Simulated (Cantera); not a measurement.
Cantera run:

```python
import numpy as np
import cantera as ct

gas_names = [...]  # 95 gases of nasa_gas.yaml made of C, F, H
cond_names = """
    C(gr) C6H6(L) C7H8(L) C8H18(L),n-octa
""".split()


# ... load() reads the species with a 1 bar reference pressure and builds the phases ...
atoms = {
    'CH2F2': {'C': 1, 'H': 2, 'F': 2},
    'CH4': {'C': 1, 'H': 4},
    'H2': {'H': 2},
}
top_T = {'C(gr)': 4500}  # K; cautious upper limits of use, not melting points


# ... equilibrate(T, P, feed) seeds the gas with the atoms and calls Mixture.equilibrate('TP', solver="vcs", rtol=1e-11, max_steps=5000) ...
results = []
feed = {'CH2F2': 1, 'CH4': 0.19, 'H2': 0.97}  # mol
P = 100000  # Pa
for T in [2450, 2500, 2550, 2600, 2650, 2700, 2750, 2800, 2850, 2900, 2950]:
    mix = equilibrate(T, P, feed)
    results.append((T, P, feed, dict(zip(mix.species_names, mix.species_moles))))
    x = sorted(zip(gas.X, gas.species_names), reverse=True)
    print(f"T = {T:g} K  P = {P:g} Pa  gas = {mix.phase_moles(0):.4g} mol")
    print("   x: " + "  ".join(f"{s} {v:.3e}" for v, s in x if v > 0.001))
    print("   condensed (mol): " + ("  ".join(f"{mix.phase(i).name} {mix.phase_moles(i):.4g}"
          for i in range(1, mix.n_phases) if mix.phase_moles(i) > 1e-12) or "none"))
```

It prints:

```
T = 2450 K  P = 100000 Pa  gas = 3.371 mol
   x: HF 5.932e-01  H2 3.907e-01  H 1.256e-02  C2H2,acetylene 3.408e-03
   condensed (mol): C(gr) 1.167
T = 2500 K  P = 100000 Pa  gas = 3.376 mol
   x: HF 5.923e-01  H2 3.877e-01  H 1.566e-02  C2H2,acetylene 4.194e-03
   condensed (mol): C(gr) 1.161
T = 2550 K  P = 100000 Pa  gas = 3.383 mol
   x: HF 5.912e-01  H2 3.842e-01  H 1.933e-02  C2H2,acetylene 5.110e-03
   condensed (mol): C(gr) 1.155
T = 2600 K  P = 100000 Pa  gas = 3.39 mol
   x: HF 5.898e-01  H2 3.801e-01  H 2.367e-02  C2H2,acetylene 6.164e-03
   condensed (mol): C(gr) 1.147
T = 2650 K  P = 100000 Pa  gas = 3.399 mol
   x: HF 5.882e-01  H2 3.753e-01  H 2.872e-02  C2H2,acetylene 7.366e-03
   condensed (mol): C(gr) 1.138
T = 2700 K  P = 100000 Pa  gas = 3.409 mol
   x: HF 5.864e-01  H2 3.699e-01  H 3.456e-02  C2H2,acetylene 8.721e-03
   condensed (mol): C(gr) 1.128
T = 2750 K  P = 100000 Pa  gas = 3.421 mol
   x: HF 5.843e-01  H2 3.636e-01  H 4.125e-02  C2H2,acetylene 1.023e-02
   condensed (mol): C(gr) 1.117
T = 2800 K  P = 100000 Pa  gas = 3.435 mol
   x: HF 5.819e-01  H2 3.565e-01  H 4.885e-02  C2H2,acetylene 1.189e-02
   condensed (mol): C(gr) 1.104
T = 2850 K  P = 100000 Pa  gas = 3.451 mol
   x: HF 5.791e-01  H2 3.486e-01  H 5.742e-02  C2H2,acetylene 1.370e-02
   condensed (mol): C(gr) 1.089
T = 2900 K  P = 100000 Pa  gas = 3.468 mol
   x: HF 5.760e-01  H2 3.397e-01  H 6.699e-02  C2H2,acetylene 1.565e-02
   condensed (mol): C(gr) 1.072
T = 2950 K  P = 100000 Pa  gas = 3.489 mol
   x: HF 5.724e-01  H2 3.300e-01  H 7.759e-02  C2H2,acetylene 1.771e-02
   condensed (mol): C(gr) 1.053
```

Method: chemical equilibrium by Gibbs-energy minimisation in Cantera with the NASA 1993 tables (ideal gas, pure condensed phases).
